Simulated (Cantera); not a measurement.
Input: 1 mol Si, 1.1 mol Cl2, 6.6 mol H2, held at 798 K and 0.290 bar.

Cantera equilibrium calculation (NASA polynomials, part measured and part estimated; ideal gas, pure solids and liquids). The tables' values for SiCl3 are old estimates; treat these amounts as uncertain. Equilibrium is a limit: real reactors are often held back by kinetics, nucleation or transport.

```
species      before    after
----------  -------  -------
H2            0.914    0.912
SiCl4        0.0552   0.0496
SiHCl3       0.0283   0.0356
SiH3Cl      1.11e-5  2.73e-5
SiH2Cl2     0.00117  0.00205
SiCl3       3.66e-5  2.48e-5
HCl         0.00157  0.00112
Si(s), mol    0.398    0.382
```
Gas species are given as mole fractions.

Question: Name the change that produced these shifts.
(A) Si replaced by SiCl4
(B) pressure from 0.290 bar to 1.00 bar
(C) pressure from 0.290 bar to 22.0 bar
(D) Cl2 from 1.1 to 1.5 mol

Answer: B, pressure from 0.290 bar to 1.00 bar
